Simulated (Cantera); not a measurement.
Charge: 1 mol PbO, 0.34 mol CO, 89 mol H2, equilibrated at 923.15 K and 0.128 Torr.

Equilibrium computed with Cantera from the NASA thermochemical tables; the gas is ideal and each condensed phase is pure. Equilibrium is a limit: real reactors are often held back by kinetics, nucleation or transport.

```
species   before    after
-------  -------  -------
H2         0.974    0.972
Pb        0.0111   0.0111
H2O       0.0110   0.0110
H        1.86e-8  0.00233
CO2      8.47e-5  1.53e-5
CO       0.00368  0.00374
```
Gas species are given as mole fractions.

Problem. What was changed between the two runs?
A) temperature from 923.15 K to 848.15 K
B) pressure from 0.128 Torr to 75.0 Torr
C) temperature from 923.15 K to 1548 K
D) pressure from 0.128 Torr to 7.50 Torr

Solution. C, temperature from 923.15 K to 1548 K
